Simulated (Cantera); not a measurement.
A perfectly stirred reactor is fed with 5.44 % CH₄, 2.89 % CO, 19.3 % O₂, 72.4 % N₂, equivalence ratio 0.64, at 500000 Pa; it is adiabatic with a 625 K inlet, and is followed from long to short residence time, starting on the burning branch (τ in s: 0.18, 0.067, 0.025, 0.0092, 0.0034, 0.0013, 0.00047, 0.00017, 6.4e-05, 2.4e-05, 8.8e-06).

Model: GRI-Mech 3.0 (53 species, 325 reactions), integrated in Cantera.

x: mole fraction; the columns are a selection and need not sum to one.

```tsv
τ (s)	T (K)	x CH₄	x CO	x O₂	x H₂	x N₂O
0.18	2029	9.27e-7	0.000280	0.0698	7.21e-5	5.81e-7
0.067	2029	2.36e-6	0.000342	0.0701	8.03e-5	6.21e-7
0.025	2028	5.69e-6	0.000491	0.0702	0.000100	…
0.0092	2023	1.28e-5	0.000830	0.0703	0.000147	…
0.0034	2015	2.62e-5	0.00152	0.0706	0.000244	…
0.0013	2000	5.06e-5	0.00281	0.0711	0.000423	…
0.00047	1972	0.000102	0.00535	0.0722	0.000760	…
0.00017	1922	0.000218	0.0101	0.0745	0.00132	…
6.4e-5	1836	0.000547	0.0192	0.0797	0.00212	…
2.4e-5	625	0.0544	0.0289	0.193	<1e-12	<1e-12
8.8e-6	625	0.0544	0.0289	0.193	<1e-12	<1e-12
```

Some entries are withheld; supply them.


- 0.025, x N₂O: 7.19e-7
- 0.0092, x N₂O: 9.31e-7
- 0.0034, x N₂O: 1.28e-6
- 0.0013, x N₂O: 1.64e-6
- 0.00047, x N₂O: 1.79e-6
- 0.00017, x N₂O: 1.63e-6
- 6.4e-5, x N₂O: 1.29e-6
